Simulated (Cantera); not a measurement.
What does this Cantera script print?

```python
import numpy as np
import cantera as ct

gas_names = """
    Fe FeO Fe(OH)2 H HO2 H2 H2O H2O2 O OH O2 O3
""".split()
cond_names = """
    Fe(a) Fe(c) Fe(d) Fe(L) FeO(s) FeO(L) Fe(OH)2(s) Fe(OH)3(s) Fe2O3(s) Fe3O4(s) H2O(s) H2O(L)
""".split()


# ... load() reads the species with a 1 bar reference pressure and builds the phases ...
atoms = {
    'Fe2O3': {'Fe': 2, 'O': 3},
    'H2': {'H': 2},
}
top_T = {'Fe2O3(s)': 1830, 'Fe3O4(s)': 1870}  # K; cautious upper limits of use, not melting points


# ... equilibrate(T, P, feed) seeds the gas with the atoms and calls Mixture.equilibrate('TP', solver="vcs", rtol=1e-11, max_steps=5000) ...
results = []
T = 1850  # K
P = 5400  # Pa
for m in [370, 660, 940, 1200, 1500, 1800, 2100, 2400]:
    feed = {'Fe2O3': 1, 'H2': m}  # mol
    mix = equilibrate(T, P, feed)
    results.append((T, P, feed, dict(zip(mix.species_names, mix.species_moles))))
    x = sorted(zip(gas.X, gas.species_names), reverse=True)
    print(f"T = {T:g} K  P = {P:g} Pa  n(H2) = {m:g} mol  gas = {mix.phase_moles(0):.4g} mol")
    print("   x: " + "  ".join(f"{s} {v:.3e}" for v, s in x if v > 1e-05))
    print("   condensed (mol): " + ("  ".join(f"{mix.phase(i).name} {mix.phase_moles(i):.4g}"
          for i in range(1, mix.n_phases) if mix.phase_moles(i) > 1e-12) or "none"))
```

Result:

```
T = 1850 K  P = 5400 Pa  n(H2) = 370 mol  gas = 370.8 mol
   x: H2 9.885e-01  H2O 8.088e-03  H 2.305e-03  Fe 1.084e-03
   condensed (mol): Fe(L) 1.598
T = 1850 K  P = 5400 Pa  n(H2) = 660 mol  gas = 661.5 mol
   x: H2 9.921e-01  H2O 4.534e-03  H 2.309e-03  Fe 1.084e-03
   condensed (mol): Fe(L) 1.283
T = 1850 K  P = 5400 Pa  n(H2) = 940 mol  gas = 942.1 mol
   x: H2 9.934e-01  H2O 3.184e-03  H 2.311e-03  Fe 1.084e-03
   condensed (mol): Fe(L) 0.9788
T = 1850 K  P = 5400 Pa  n(H2) = 1200 mol  gas = 1203 mol
   x: H2 9.941e-01  H2O 2.494e-03  H 2.311e-03  Fe 1.084e-03
   condensed (mol): Fe(L) 0.6963
T = 1850 K  P = 5400 Pa  n(H2) = 1500 mol  gas = 1503 mol
   x: H2 9.946e-01  H 2.312e-03  H2O 1.995e-03  Fe 1.084e-03
   condensed (mol): Fe(L) 0.3704
T = 1850 K  P = 5400 Pa  n(H2) = 1800 mol  gas = 1804 mol
   x: H2 9.949e-01  H 2.312e-03  H2O 1.663e-03  Fe 1.084e-03
   condensed (mol): Fe(L) 0.04451
T = 1850 K  P = 5400 Pa  n(H2) = 2100 mol  gas = 2104 mol
   x: H2 9.953e-01  H 2.313e-03  H2O 1.425e-03  Fe 9.504e-04
   condensed (mol): none
T = 1850 K  P = 5400 Pa  n(H2) = 2400 mol  gas = 2405 mol
   x: H2 9.956e-01  H 2.313e-03  H2O 1.247e-03  Fe 8.317e-04
   condensed (mol): none
```

These are equilibrium values from Cantera (NASA tables, ideal gas, pure condensed phases), not measurements of a reactor.
